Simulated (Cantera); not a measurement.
**Cu2O + H2 + N2 (hydrogen reduction and annealing atmospheres)**

Input: 1 mol Cu2O, 14 mol H2, 2.6 mol N2, at 10000 Pa.

Method: chemical equilibrium by Gibbs-energy minimisation in Cantera with the NASA 1993 tables (ideal gas, pure condensed phases). Candidate condensed phases: Cu, CuO, Cu(OH)2, Cu2O, H2O; 27 gas species. Equilibrium is a limit: real reactors are often held back by kinetics, nucleation or transport.

From 1150 K to 1350 K the condensed part is Cu(s). From 1400 K to 1650 K the condensed part is Cu(l). The main Cu-bearing gas is Cu throughout.

```json
[
 {"T (K)": "1150", "x H2": "0.783", "x N2": "0.157", "x H2O": "0.0602", "x Cu": "2.89e-8", "n Cu(s)": "2.00", "n Cu(l)": "0"},
 {"T (K)": "1200", "x H2": "0.783", "x N2": "0.157", "x H2O": "0.0602", "x Cu": "1.23e-7", "n Cu(s)": "2.00", "n Cu(l)": "0"},
 {"T (K)": "1250", "x H2": "0.783", "x N2": "0.157", "x H2O": "0.0602", "x Cu": "4.64e-7", "n Cu(s)": "2.00", "n Cu(l)": "0"},
 {"T (K)": "1300", "x H2": "0.783", "x N2": "0.157", "x H2O": "0.0602", "x Cu": "1.58e-6", "n Cu(s)": "2.00", "n Cu(l)": "0"},
 {"T (K)": "1350", "x H2": "0.783", "x N2": "0.157", "x H2O": "0.0602", "x Cu": "4.89e-6", "n Cu(s)": "2.00", "n Cu(l)": "0"},
 {"T (K)": "1400", "x H2": "0.783", "x N2": "0.157", "x H2O": "0.0602", "x Cu": "1.35e-5", "n Cu(s)": "0", "n Cu(l)": "2.00"},
 {"T (K)": "1450", "x H2": "0.783", "x N2": "0.157", "x H2O": "0.0602", "x Cu": "3.44e-5", "n Cu(s)": "0", "n Cu(l)": "2.00"},
 {"T (K)": "1500", "x H2": "0.783", "x N2": "0.157", "x H2O": "0.0602", "x Cu": "8.22e-5", "n Cu(s)": "0", "n Cu(l)": "2.00"},
 {"T (K)": "1550", "x H2": "0.783", "x N2": "0.157", "x H2O": "0.0602", "x Cu": "0.000186", "n Cu(s)": "0", "n Cu(l)": "2.00"},
 {"T (K)": "1600", "x H2": "0.783", "x N2": "0.157", "x H2O": "0.0602", "x Cu": "0.000398", "n Cu(s)": "0", "n Cu(l)": "1.99"},
 {"T (K)": "1650", "x H2": "0.782", "x N2": "0.156", "x H2O": "0.0602", "x Cu": "0.000812", "n Cu(s)": "0", "n Cu(l)": "1.99"}
]
```
x: gas mole fraction; n: condensed amount in mol.
